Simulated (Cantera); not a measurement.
Cantera run, input and output.

```python
import numpy as np
import cantera as ct

gas = ct.Solution("gri30.yaml")
gas.TPX = 1125, 17000, {'H2': 0.77, 'O2': 1, 'N2': 8.2}
inlet = ct.Reservoir(gas, clone=True)

reactor = ct.IdealGasConstPressureReactor(gas, energy="off", clone=False)
exhaust = ct.Reservoir(gas, clone=True)
tau = [3.7, 1.1, 0.31, 0.092, 0.027, 0.0078, 0.0023][0]
for a, b in ((inlet, reactor), (reactor, exhaust)):
    ct.MassFlowController(a, b, mdot=lambda t: reactor.mass / tau)
net = ct.ReactorNet([reactor])
show = ['H2', 'O2', 'H2O', 'O', 'H', 'NO']

rows = []
print(f"{'tau/s':>10s}{'T/K':>9s}" + "".join(f"{s:>11s}" for s in show))
for tau in [3.7, 1.1, 0.31, 0.092, 0.027, 0.0078, 0.0023]:
    net.initial_time = 0.0
    net.advance(30 * tau)
    before = gas.X
    net.advance(40 * tau)
    drift = np.max(np.abs(gas.X - before) / (gas.X + 1e-9))
    rows.append([gas.T, *gas[show].X, drift])
    print(f"{tau:10.3e}{gas.T:9.1f}" + "".join(f"{x:11.3e}" for x in gas[show].X))
```

It prints:

```
     tau/s      T/K         H2         O2        H2O          O          H         NO
 3.700e+00   1125.0  8.234e-05  6.416e-02  8.019e-02  3.274e-05  6.055e-06  1.133e-07
 1.100e+00   1125.0  1.818e-04  6.417e-02  8.005e-02  7.433e-05  2.040e-05  1.025e-07
 3.100e-01   1125.0  4.074e-04  6.421e-02  7.973e-02  1.723e-04  7.209e-05  1.439e-07
 9.200e-02   1125.0  8.621e-04  6.431e-02  7.909e-02  3.771e-04  2.396e-04  2.642e-07
 2.700e-02   1125.0  1.793e-03  6.457e-02  7.769e-02  8.051e-04  7.884e-04  5.199e-07
 7.800e-03   1125.0  3.680e-03  6.526e-02  7.456e-02  1.658e-03  2.501e-03  9.660e-07
 2.300e-03   1125.0  7.288e-03  6.694e-02  6.806e-02  3.108e-03  6.890e-03  1.454e-06
```

Model: GRI-Mech 3.0 (53 species, 325 reactions), integrated in Cantera. The temperature is held fixed by assumption; the heat of reaction is taken as removed at once.
